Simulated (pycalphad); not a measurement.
All values are pycalphad results on the COST 507 light-alloy database (1999) (1 atm), not direct measurements. The data set is of 1999 and partly superseded. Amounts are mole fractions of atoms.

Question: Give the equilibrium state of Si-63Mg (wt.%) at 1325 K.

Answer: 
```
T = 1325.00 K, P = 101325 Pa, N = 1 mol of atoms
G = -78024 J/mol, H = 5488 J/mol, S = 63.03 J/(mol K)  (SER reference)
chemical potentials (J/mol): Si -58227, Mg -88087
phase             fraction      x(Si)      x(Mg)
MG2SI               0.9572     0.3333     0.6667
LIQUID              0.0428     0.4190     0.5810
```

Question: Give the equilibrium state of Si-63Mg (wt.%) at 775 K.

Answer: 
```
T = 775.00 K, P = 101325 Pa, N = 1 mol of atoms
G = -47367 J/mol, H = -10123 J/mol, S = 48.06 J/(mol K)  (SER reference)
chemical potentials (J/mol): Si -20446, Mg -61050
phase             fraction      x(Si)      x(Mg)
MG2SI               0.9945     0.3333     0.6667
DIAMOND_A4          0.0055     1.0000       none
```

Database names, with the compositions (at.%) that they take in these runs: MG2SI: Mg 67 Si 33. DIAMOND_A4 is diamond (Si). An entry "none" or "no" means that the model of the phase leaves that element out.
